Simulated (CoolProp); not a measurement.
CHF3 (R23) along the isobar 22500 kPa: density (kg/m³) from the reference equation and from simpler models built on Tc = 26.1 °C, pc = 4832 kPa, ω = 0.263; each cubic takes its own stable root.

The numbers come from the reference Helmholtz-energy equation of state, Penoncello 2003 in CoolProp.

| T (°C) | phase | reference | van der Waals | Redlich-Kwong |
|---|---|---|---|---|
| -4.65 | liquid | 1226 | 787.0 | 1045 |
| 6.95 | liquid | 1181 | 770.8 | 1009 |
| 18.55 | liquid | 1134 | 754.2 | 972.5 |
| 30.05 | supercritical | 1086 | 737.4 | 935.2 |
| 41.65 | supercritical | 1035 | 720.2 | 897.0 |
| 53.15 | supercritical | 983.3 | 702.8 | 858.8 |
| 64.75 | supercritical | 929.8 | 685.0 | 820.3 |
| 76.35 | supercritical | 875.6 | 666.8 | 782.1 |
| 87.85 | supercritical | 822.0 | 648.7 | 744.8 |
| 99.45 | supercritical | 769.1 | 630.2 | 708.2 |
| 110.95 | supercritical | 719.1 | 611.7 | 673.3 |
| 122.55 | supercritical | 672.0 | 593.1 | 639.8 |
| 134.15 | supercritical | 629.1 | 574.5 | 608.2 |
